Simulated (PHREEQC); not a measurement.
## Brine

Dissolve 0.14 mol KOH, 0.015 mol BaCl2 and 0.023 mol NaCl per kg of water at 25 °C. Closed to the air; pH follows from the charge balance.

Equilibrium calculation in PHREEQC: Pitzer model, pitzer.dat.

This is a speciation only: nothing precipitates in the calculation.

Question: What pH, osmotic coefficient does the model give?

Answer: pH 13.02; osmotic coefficient 0.914.
